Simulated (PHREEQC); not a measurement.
TMAH is added in steps, without added water, to 1 kg of water holding 0.042 mol/kgw HF, 0.00041 mol/kgw NH4F and 3.1e-05 mol/kgw H2SO4, at 80 °C. Oxygen is held at 0.21 atm. The system is closed to CO2. No solid was allowed to form.

Base run: PHREEQC, ion-association model, wateq4f.dat. Each further column changes one thing. The table gives HSO4- (mol/kgw).

```csv
TMAH added (mol),base,metal-ligand complexes left out,Debye-Hückel limiting law,Davies equation for every ion,all activity coefficients set to 1
0,1.51e-5,1.51e-5,1.49e-5,1.51e-5,1.68e-5
0.00825,6.47e-6,6.47e-6,6.22e-6,6.41e-6,7.77e-6
0.01925,2.18e-6,2.18e-6,2.00e-6,2.14e-6,2.85e-6
0.0275,9.42e-7,9.42e-7,8.39e-7,9.18e-7,1.29e-6
0.03575,2.96e-7,2.96e-7,2.56e-7,2.87e-7,4.20e-7
0.04675,4.73e-13,4.73e-13,3.99e-13,4.58e-13,7.04e-13
0.055,1.58e-13,1.58e-13,1.30e-13,1.52e-13,2.40e-13
```

(CH3)4N+ isn't in the database: it is added as a free cation with an ion size of 4 Å. At this temperature some constants are extrapolated from 25 °C, and those without enthalpy data are left unchanged.
